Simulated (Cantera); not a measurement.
Cantera run:

```python
import numpy as np
import cantera as ct

gas_names = """
    CL CL2 H HCL H2 Si SiCL SiCL2 SiCL3 SiCL4 SiH SiHCL3 SiH2 SiH2CL2 SiH3 SiH3CL SiH4 Si2 Si3
""".split()
cond_names = """
    Si(cr) Si(L)
""".split()


# ... load() reads the species with a 1 bar reference pressure and builds the phases ...
atoms = {
    'Si': {'Si': 1},
    'H2': {'H': 2},
    'HCl': {'H': 1, 'CL': 1},
}
top_T = {}  # K; cautious upper limits of use, not melting points


# ... equilibrate(T, P, feed) seeds the gas with the atoms and calls Mixture.equilibrate('TP', solver="vcs", rtol=1e-11, max_steps=5000) ...
results = []
T = 1698.15  # K
P = 62000  # Pa
for m in [1, 2.1, 3.1, 4.2, 5.2, 6.3, 7.3, 8.4, 9.4]:
    feed = {'Si': 1, 'H2': m, 'HCl': 1.2}  # mol
    mix = equilibrate(T, P, feed)
    results.append((T, P, feed, dict(zip(mix.species_names, mix.species_moles))))
    x = sorted(zip(gas.X, gas.species_names), reverse=True)
    print(f"T = {T:g} K  P = {P:g} Pa  n(H2) = {m:g} mol  gas = {mix.phase_moles(0):.4g} mol")
    print("   x: " + "  ".join(f"{s} {v:.3e}" for v, s in x if v > 1e-05))
    print("   condensed (mol): " + ("  ".join(f"{mix.phase(i).name} {mix.phase_moles(i):.4g}"
          for i in range(1, mix.n_phases) if mix.phase_moles(i) > 1e-12) or "none"))
```

Result:

```
T = 1698.15 K  P = 62000 Pa  n(H2) = 1 mol  gas = 2.159 mol
   x: H2 6.560e-01  HCL 1.653e-01  SiCL2 1.496e-01  SiCL3 1.953e-02  SiCL4 5.038e-03  SiHCL3 3.849e-03  SiH2CL2 5.124e-04  H 1.489e-04  CL 2.919e-05  SiCL 2.801e-05  SiH3CL 2.070e-05
   condensed (mol): Si(L) 0.6145
T = 1698.15 K  P = 62000 Pa  n(H2) = 2.1 mol  gas = 3.271 mol
   x: H2 7.544e-01  HCL 1.393e-01  SiCL2 9.236e-02  SiCL3 9.473e-03  SiHCL3 2.003e-03  SiCL4 1.920e-03  SiH2CL2 3.638e-04  H 1.597e-04  CL 2.293e-05  SiCL 2.201e-05  SiH3CL 2.006e-05  SiH2 1.055e-05
   condensed (mol): Si(L) 0.6527
T = 1698.15 K  P = 62000 Pa  n(H2) = 3.1 mol  gas = 4.277 mol
   x: H2 8.031e-01  HCL 1.219e-01  SiCL2 6.647e-02  SiCL3 5.783e-03  SiHCL3 1.261e-03  SiCL4 9.946e-04  SiH2CL2 2.788e-04  H 1.648e-04  CL 1.945e-05  SiH3CL 1.869e-05  SiCL 1.867e-05  SiH2 1.123e-05
   condensed (mol): Si(L) 0.6799
T = 1698.15 K  P = 62000 Pa  n(H2) = 4.2 mol  gas = 5.382 mol
   x: H2 8.374e-01  HCL 1.075e-01  SiCL2 4.956e-02  SiCL3 3.724e-03  SiHCL3 8.294e-04  SiCL4 5.530e-04  SiH2CL2 2.167e-04  H 1.683e-04  SiH3CL 1.719e-05  CL 1.680e-05  SiCL 1.612e-05  SiH2 1.171e-05
   condensed (mol): Si(L) 0.7043
T = 1698.15 K  P = 62000 Pa  n(H2) = 5.2 mol  gas = 6.385 mol
   x: H2 8.592e-01  HCL 9.726e-02  SiCL2 3.956e-02  SiCL3 2.655e-03  SiHCL3 5.990e-04  SiCL4 3.522e-04  SiH2CL2 1.775e-04  H 1.705e-04  SiH3CL 1.595e-05  CL 1.501e-05  SiCL 1.440e-05  SiH2 1.201e-05
   condensed (mol): Si(L) 0.723
T = 1698.15 K  P = 62000 Pa  n(H2) = 6.3 mol  gas = 7.487 mol
   x: H2 8.770e-01  HCL 8.821e-02  SiCL2 3.187e-02  SiCL3 1.920e-03  SiHCL3 4.377e-04  SiCL4 2.287e-04  H 1.722e-04  SiH2CL2 1.460e-04  SiH3CL 1.477e-05  CL 1.347e-05  SiCL 1.293e-05  SiH2 1.226e-05
   condensed (mol): Si(L) 0.7406
T = 1698.15 K  P = 62000 Pa  n(H2) = 7.3 mol  gas = 8.489 mol
   x: H2 8.895e-01  HCL 8.142e-02  SiCL2 2.678e-02  SiCL3 1.479e-03  SiHCL3 3.394e-04  H 1.734e-04  SiCL4 1.614e-04  SiH2CL2 1.244e-04  SiH3CL 1.383e-05  SiH2 1.244e-05  CL 1.235e-05  SiCL 1.185e-05
   condensed (mol): Si(L) 0.7545
T = 1698.15 K  P = 62000 Pa  n(H2) = 8.4 mol  gas = 9.591 mol
   x: H2 9.005e-01  HCL 7.515e-02  SiCL2 2.253e-02  SiCL3 1.141e-03  SiHCL3 2.636e-04  H 1.745e-04  SiCL4 1.143e-04  SiH2CL2 1.059e-04  SiH3CL 1.292e-05  SiH2 1.259e-05  CL 1.133e-05  SiCL 1.087e-05
   condensed (mol): Si(L) 0.768
T = 1698.15 K  P = 62000 Pa  n(H2) = 9.4 mol  gas = 10.59 mol
   x: H2 9.087e-01  HCL 7.028e-02  SiCL2 1.953e-02  SiCL3 9.209e-04  SiHCL3 2.136e-04  H 1.753e-04  SiH2CL2 9.265e-05  SiCL4 8.583e-05  SiH2 1.271e-05  SiH3CL 1.219e-05  CL 1.054e-05  SiCL 1.012e-05
   condensed (mol): Si(L) 0.7789
```

These are equilibrium values from Cantera (NASA tables, ideal gas, pure condensed phases), not measurements of a reactor. The tables' values for SiCl3, SiCl are old estimates; treat these amounts as uncertain. Gases not in the tables: Si2H6 and higher silanes.
